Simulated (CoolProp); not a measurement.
Vapour-liquid equilibrium of carbon dioxide (1) + carbonyl sulfide (2) at 0.899 MPa; x and y are mole fractions of (1).

Computed with CoolProp (multi-fluid Helmholtz-energy mixture model, Span 1996 and Lemmon 2006; pair parameters Bell 2016).

```tsv
x	bubble temperature (°C)	y at the bubble point	dew temperature at overall composition x (°C)	liquid density (mol/L)
0.05	…	0.264	9.5	17.73
0.15	-13.1	0.551	5.7	18.70
0.25	-21.5	0.687	1.6	19.50
0.35	-27.0	0.764	-2.9	20.22
0.45	-30.9	0.815	-7.7	20.92
0.55	-33.8	0.853	-13.0	21.64
0.65	-36.2	…	…	22.39
0.75	-38.3	0.915	-26.0	23.20
0.85	-40.2	0.946	-33.6	24.09
0.95	-42.1	0.980	-40.5	25.09
```

Problem. Some entries are withheld; supply them.

Solution. 
- 0.05, bubble temperature (°C): 1.0
- 0.65, y at the bubble point: 0.885
- 0.65, dew temperature at overall composition x (°C): -19.1

No azeotrope shows between x = 0.05 and 0.95.

Pair parameters are fitted to limited data, so mixtures are less certain than the pure fluids.
